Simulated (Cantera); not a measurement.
Charge: 1 mol Fe2O3, 1.8 mol H2, held at 1 atm.

These are equilibrium values from Cantera (NASA tables, ideal gas, pure condensed phases), not measurements of a reactor. Candidate condensed phases: Fe, FeO, Fe(OH)2, Fe(OH)3, Fe2O3, Fe3O4, H2O; 12 gas species. The tables' stoichiometric FeO is somewhat more stable than real wüstite, so its field is too wide. FeO: taken at fixed stoichiometry. Rates play no part.

log p: log10 of the partial pressure in bar; n: condensed amount in mol.

| T (K) | log p H2O | log p H2 | log p H | log p Fe(OH)2 | log p Fe | n FeO(s) | n FeO(l) |
|---|---|---|---|---|---|---|---|
| 950 | -0.25 | -0.35 | -9.43 | [?] | <-11 | 2.00 | 0 |
| 1100 | -0.25 | -0.35 | -7.76 | [?] | <-11 | 2.00 | 0 |
| 1250 | -0.25 | -0.35 | -6.49 | [?] | -10.22 | 2.00 | 0 |
| 1400 | -0.25 | -0.35 | -5.49 | [?] | -8.34 | 2.00 | 0 |
| 1550 | -0.25 | -0.35 | -4.67 | [?] | -6.83 | 2.00 | 0 |
| 1700 | -0.25 | -0.35 | -4.00 | [?] | -5.63 | 0 | 2.00 |
| 1850 | -0.25 | -0.35 | -3.44 | [?] | -4.67 | 0 | 2.00 |
| 2000 | -0.25 | -0.35 | -2.96 | [?] | -3.86 | 0 | 2.00 |

**Question.** Complete the blanks.

**Answer.** 
- 950, log p Fe(OH)2: -8.70
- 1100, log p Fe(OH)2: -7.34
- 1250, log p Fe(OH)2: -6.31
- 1400, log p Fe(OH)2: -5.50
- 1550, log p Fe(OH)2: -4.86
- 1700, log p Fe(OH)2: -4.35
- 1850, log p Fe(OH)2: -3.97
- 2000, log p Fe(OH)2: -3.65
